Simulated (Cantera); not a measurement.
**SiH2Cl2 + NH3 + H2 (silicon nitride deposition)**

Input: 1 mol SiH2Cl2, 10 mol NH3, 9.2 mol H2, at 1.00 bar.

These are equilibrium values from Cantera (NASA tables, ideal gas, pure condensed phases), not measurements of a reactor. Candidate condensed phases: NH4Cl, Si, Si3N4; 28 gas species. The tables' values for SiCl, SiCl3 are old estimates; treat these amounts as uncertain. Gases not in the tables: Si2H6 and higher silanes. Kinetics and transport are ignored.

From 602 °C to 1652 °C the condensed part is Si3N4(s). At 1802 °C the condensed part is Si(l). The main Si-bearing gas is SiCl4 at 602 °C and SiCl2 at 1802 °C.

```csv
T (°C),x H2,x N2,x HCl,x SiCl2,x H,n Si3N4(s),n Si(l)
602,0.792,0.142,0.0653,2.25e-11,4.47e-11,0.333,0
752,0.793,0.142,0.0654,4.72e-9,3.88e-9,0.333,0
902,0.793,0.142,0.0654,2.49e-7,1.09e-7,0.333,0
1052,0.793,0.142,0.0654,5.25e-6,1.46e-6,0.333,0
1202,0.793,0.142,0.0653,5.83e-5,1.15e-5,0.332,0
1352,0.793,0.142,0.0645,0.000400,6.28e-5,0.329,0
1502,0.793,0.143,0.0615,0.00181,0.000258,0.314,0
1652,0.794,0.145,0.0542,0.00532,0.000852,0.277,0
1802,0.780,0.160,0.0496,0.00695,0.00235,0,0.767
```
x: gas mole fraction; n: condensed amount in mol.
